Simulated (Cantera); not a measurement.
A closed system holds: 1 mol Si, 1.5 mol H2O, 16 mol N2, equilibrated at 900 K and 0.190 bar.

These are equilibrium values from Cantera (NASA tables, ideal gas, pure condensed phases), not measurements of a reactor. Candidate condensed phases: H2O, Si, SiO2, Si2N2O, Si3N4; 35 gas species. N2 is the only nitrogen source here; it is nearly inert below about 1500 K, so the nitride shown seldom forms there in practice. The numbers say what is thermodynamically allowed, not how fast it happens.

Base state: N2 0.913, H2 0.0865 (mole fractions); condensed: SiO2(β-quartz) + Si2N2O(s).

**Question.** What changes in the equilibrium state with this change: H2O from 1.5 to 0.014 mol?

**Answer.** 
```tsv
species	before	after
N2	0.913	0.999
H2	0.0865	0.000912
SiO2(β-quartz), mol	0.667	0
Si2N2O(s), mol	0.167	0.0140
Si3N4(s), mol	0	0.324
```
